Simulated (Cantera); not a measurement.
# Equilibrium for boron, boron nitride and boron oxide: BCl3 + N2

Input: 1 mol BCl3, 19 mol N2, equilibrated at 1052 °C.

These are equilibrium values from Cantera (NASA tables, ideal gas, pure condensed phases), not measurements of a reactor. Candidate condensed phases: B, BN; 10 gas species. N2 is the only nitrogen source here; it is nearly inert below about 1500 K, so the nitride shown seldom forms there in practice. The tables' values for BCl2 are old estimates; treat these amounts as uncertain. Kinetics and transport are ignored.

From 10.0 Pa to 0.320 bar the condensed part is BN(s). At 1.00 bar nothing is condensed. The main B-bearing gas is BCl3 throughout.

```json
[
 {"P (Pa)": "10", "x N2": "0.949", "x BCl3": "0.0495", "x Cl": "0.00125", "x BCl2": "7.96e-5", "n BN(s)": "0.00767"},
 {"P (Pa)": "32", "x N2": "0.950", "x BCl3": "0.0497", "x Cl": "0.000699", "x BCl2": "4.47e-5", "n BN(s)": "0.00433"},
 {"P (Pa)": "100", "x N2": "0.950", "x BCl3": "0.0498", "x Cl": "0.000396", "x BCl2": "2.53e-5", "n BN(s)": "0.00247"},
 {"P (Pa)": "320", "x N2": "0.950", "x BCl3": "0.0499", "x Cl": "0.000221", "x BCl2": "1.42e-5", "n BN(s)": "0.00139"},
 {"P (Pa)": "1000", "x N2": "0.950", "x BCl3": "0.0499", "x Cl": "0.000125", "x BCl2": "8.01e-6", "n BN(s)": "0.000789"},
 {"P (Pa)": "3200", "x N2": "0.950", "x BCl3": "0.0500", "x Cl": "7.00e-5", "x BCl2": "4.48e-6", "n BN(s)": "0.000445"},
 {"P (Pa)": "10000", "x N2": "0.950", "x BCl3": "0.0500", "x Cl": "3.96e-5", "x BCl2": "2.53e-6", "n BN(s)": "0.000256"},
 {"P (Pa)": "32000", "x N2": "0.950", "x BCl3": "0.0500", "x Cl": "2.21e-5", "x BCl2": "1.42e-6", "n BN(s)": "0.000147"},
 {"P (Pa)": "100000", "x N2": "0.950", "x BCl3": "0.0500", "x Cl": "1.25e-5", "x BCl2": "8.02e-7", "n BN(s)": "0"}
]
```
x: gas mole fraction; n: condensed amount in mol.
